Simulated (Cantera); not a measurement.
A closed system holds: 1 mol Si, 4.3 mol NF3, 0.45 mol N2, equilibrated at 428 Torr.

Equilibrium computed with Cantera from the NASA thermochemical tables; the gas is ideal and each condensed phase is pure. Candidate condensed phases: Si, Si3N4; 16 gas species. Kinetics and transport are ignored. All values below are at 950 °C.

Base state: F 0.395, N2 0.259, F2 0.246, SiF4 0.0998, NF3 0.000865 (mole fractions); condensed: gas only.

### Question
What changes in the equilibrium state with this change: pressure from 428 Torr to 0.0188 Torr?

### Answer
| species | before | after |
|---|---|---|
| F | 0.395 | 0.712 |
| N2 | 0.259 | 0.208 |
| SiF4 | 0.0998 | 0.0800 |
| F2 | 0.246 | 3.50e-5 |
| NF3 | 0.000865 | <1e-9 |

### Question
What changes in the equilibrium state with this change: N2 from 0.45 to 61 mol?

### Answer
```tsv
species	before	after
N2	0.259	0.877
F	0.395	0.0950
F2	0.246	0.0142
SiF4	0.0998	0.0139
NF3	0.000865	2.22e-5
```
